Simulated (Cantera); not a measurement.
A freely propagating, adiabatic, planar premixed flame of CO : H2 : CH4 : O2 : N2 = 1 : 0.26 : 0.2 : 0.736 : 2.77 (molar parts), equivalence ratio 1.4, unburnt at 400 K and 100.0 Torr; mixture-averaged transport, grid criteria slope 0.08 and curve 0.16, no radiation.

Model: GRI-Mech 3.0 (53 species, 325 reactions), integrated in Cantera. Burning velocities carry a grid error of a few per cent, more on coarse grids.

x: mole fraction of selected species; z is measured from the peak of heat release.

| z (mm) | T (K) | u (m/s) | x CO | x H2 | x CH4 | x OH | x HO2 | x C2H |
|---|---|---|---|---|---|---|---|---|
| -7.02 | 400 | 1.77 | 0.201 | 0.0524 | 0.0403 | <1e-8 | <1e-8 | <1e-8 |
| -4.68 | 400 | 1.77 | 0.201 | 0.0523 | 0.0403 | <1e-8 | 6.29e-8 | <1e-8 |
| -3.51 | 400 | 1.77 | 0.201 | 0.0523 | 0.0403 | <1e-8 | 2.02e-6 | <1e-8 |
| -2.34 | 405 | 1.79 | 0.201 | 0.0520 | 0.0403 | ? | 6.74e-5 | <1e-8 |
| -1.17 | 576 | 2.55 | 0.197 | 0.0501 | 0.0388 | ? | 5.80e-5 | <1e-8 |
| -0.585 | 872 | 3.88 | 0.195 | 0.0476 | 0.0300 | ? | 2.80e-5 | <1e-8 |
| 0 | 1306 | 5.84 | 0.195 | 0.0406 | 0.00833 | ? | 3.11e-5 | <1e-8 |
| 0.585 | 1492 | 6.66 | 0.179 | 0.0275 | 0.000509 | ? | 4.94e-6 | <1e-8 |
| 1.17 | 1546 | 6.86 | 0.159 | 0.0218 | 1.54e-5 | ? | 2.15e-6 | <1e-8 |
| 2.34 | 1604 | 7.04 | 0.135 | 0.0220 | 1.75e-8 | 0.00668 | 1.35e-6 | <1e-8 |
| 4.68 | 1663 | 7.24 | 0.122 | 0.0240 | <1e-8 | 0.00718 | 9.94e-7 | <1e-8 |
| 9.36 | 1730 | 7.49 | 0.121 | 0.0243 | <1e-8 | 0.00771 | 8.43e-7 | <1e-8 |
| 18.7 | 1818 | 7.82 | 0.123 | 0.0237 | <1e-8 | 0.00821 | 7.01e-7 | <1e-8 |

Complete the blanks.


- -2.34, x OH: 5.44e-6
- -1.17, x OH: 0.000277
- -0.585, x OH: 0.000420
- 0, x OH: 0.00258
- 0.585, x OH: 0.00512
- 1.17, x OH: 0.00602
